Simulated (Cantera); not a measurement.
## Equilibrium for boron, boron nitride and boron oxide: B₂O₃ + H₂O + N₂

Charge: 1 mol B₂O₃, 1.1 mol H₂O, 0.7 mol N₂, equilibrated at 1.00 Torr.

Equilibrium computed with Cantera from the NASA thermochemical tables; the gas is ideal and each condensed phase is pure. Candidate condensed phases: B, BN, B₂O₃, B₃O₃H₃, H₂O; 39 gas species. Gases not in the tables: H₃BO₃. Equilibrium is a limit: real reactors are often held back by kinetics, nucleation or transport.

```json
[
 {"T (°C)": "727", "x H₂O": "0.610", "x HBO₂": "0.000561", "x N₂": "0.389", "x B₂O₃": "2.51e-9", "x BO₂": "8.03e-11", "x H₂": "1.65e-6", "x H": "7.98e-11", "x OH": "6.54e-8", "x O₂": "7.86e-7", "x BO": "<1e-12", "n B₂O₃(l)": "0.998"},
 {"T (°C)": "827", "x H₂O": "0.608", "x HBO₂": "0.00372", "x N₂": "0.388", "x B₂O₃": "1.92e-7", "x BO₂": "4.83e-9", "x H₂": "1.01e-5", "x H": "2.25e-9", "x OH": "6.05e-7", "x O₂": "4.74e-6", "x BO": "<1e-12", "n B₂O₃(l)": "0.996"},
 {"T (°C)": "927", "x H₂O": "0.597", "x HBO₂": "0.0176", "x N₂": "0.385", "x B₂O₃": "6.90e-6", "x BO₂": "1.44e-7", "x H₂": "4.53e-5", "x H": "3.64e-8", "x OH": "3.83e-6", "x O₂": "2.10e-5", "x BO": "2.48e-12", "n B₂O₃(l)": "0.983"},
 {"T (°C)": "1027", "x H₂O": "0.560", "x HBO₂": "0.0631", "x N₂": "0.377", "x B₂O₃": "0.000140", "x BO₂": "2.50e-6", "x H₂": "0.000158", "x H": "3.80e-7", "x OH": "1.76e-5", "x O₂": "7.13e-5", "x BO": "2.01e-10", "n B₂O₃(l)": "0.941"},
 {"T (°C)": "1127", "x H₂O": "0.468", "x HBO₂": "0.175", "x N₂": "0.354", "x B₂O₃": "0.00180", "x BO₂": "2.80e-5", "x H₂": "0.000426", "x H": "2.75e-6", "x OH": "6.00e-5", "x O₂": "0.000185", "x BO": "8.78e-9", "n B₂O₃(l)": "0.823"},
 {"T (°C)": "1227", "x H₂O": "0.305", "x HBO₂": "0.367", "x N₂": "0.311", "x B₂O₃": "0.0163", "x BO₂": "0.000212", "x H₂": "0.000866", "x H": "1.42e-5", "x OH": "0.000142", "x O₂": "0.000332", "x BO": "2.43e-7", "n B₂O₃(l)": "0.551"},
 {"T (°C)": "1327", "x H₂O": "0.132", "x HBO₂": "0.518", "x N₂": "0.250", "x B₂O₃": "0.0972", "x BO₂": "0.00102", "x H₂": "0.00131", "x H": "5.38e-5", "x OH": "0.000213", "x O₂": "0.000336", "x BO": "4.69e-6", "n B₂O₃(l)": "0"},
 {"T (°C)": "1427", "x H₂O": "0.140", "x HBO₂": "0.498", "x N₂": "0.249", "x B₂O₃": "0.106", "x BO₂": "0.00236", "x H₂": "0.00288", "x H": "0.000216", "x OH": "0.000544", "x O₂": "0.000716", "x BO": "2.51e-5", "n B₂O₃(l)": "0"},
 {"T (°C)": "1527", "x H₂O": "0.146", "x HBO₂": "0.476", "x N₂": "0.249", "x B₂O₃": "0.115", "x BO₂": "0.00494", "x H₂": "0.00574", "x H": "0.000743", "x OH": "0.00125", "x O₂": "0.00140", "x BO": "0.000111", "n B₂O₃(l)": "0"},
 {"T (°C)": "1627", "x H₂O": "0.149", "x HBO₂": "0.453", "x N₂": "0.247", "x B₂O₃": "0.122", "x BO₂": "0.00955", "x H₂": "0.0105", "x H": "0.00223", "x OH": "0.00260", "x O₂": "0.00256", "x BO": "0.000418", "n B₂O₃(l)": "0"},
 {"T (°C)": "1727", "x H₂O": "0.149", "x HBO₂": "0.426", "x N₂": "0.245", "x B₂O₃": "0.127", "x BO₂": "0.0172", "x H₂": "0.0177", "x H": "0.00593", "x OH": "0.00496", "x O₂": "0.00438", "x BO": "0.00137", "n B₂O₃(l)": "0"},
 {"T (°C)": "1827", "x H₂O": "0.143", "x HBO₂": "0.392", "x N₂": "0.240", "x B₂O₃": "0.131", "x BO₂": "0.0289", "x H₂": "0.0275", "x H": "0.0142", "x OH": "0.00873", "x O₂": "0.00708", "x BO": "0.00398", "n B₂O₃(l)": "0"},
 {"T (°C)": "1927", "x H₂O": "0.130", "x HBO₂": "0.348", "x N₂": "0.232", "x B₂O₃": "0.130", "x BO₂": "0.0456", "x H₂": "0.0391", "x H": "0.0305", "x OH": "0.0141", "x O₂": "0.0108", "x BO": "0.0104", "n B₂O₃(l)": "0"}
]
```
x: gas mole fraction; n: condensed amount in mol.

From 727 °C to 1227 °C the condensed part is B₂O₃(l). From 1327 °C to 1927 °C nothing is condensed.
